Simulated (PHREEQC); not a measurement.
Solution (25 °C): 16 mmol/kgw NH3, 0.29 mmol/kgw Na2SiO3 and 2.1 mmol/kgw Ca(OH)2. Closed to the air; pH follows from the charge balance.

All values are PHREEQC results (ion-association model, phreeqc.dat), not measurements.

- pH: 11.61
- ionic strength: 0.00676 mol/kgw
- total alkalinity: 20.8 meq/kg

| species | molality | activity | log γ |
|---|---|---|---|
| NH3 | 0.0159 | 0.0159 | 0.001 |
| OH- | 0.00446 | 0.00408 | -0.038 |
| Ca+2 | 0.00200 | 0.00142 | -0.147 |
| Na+ | 0.000580 | 0.000532 | -0.037 |
| H3SiO4- | 0.000276 | 0.000253 | -0.038 |
| CaOH+ | 0.000104 | 9.53e-5 | -0.038 |
| NH4+ | 7.60e-5 | 6.94e-5 | -0.039 |

No solid was allowed to form.
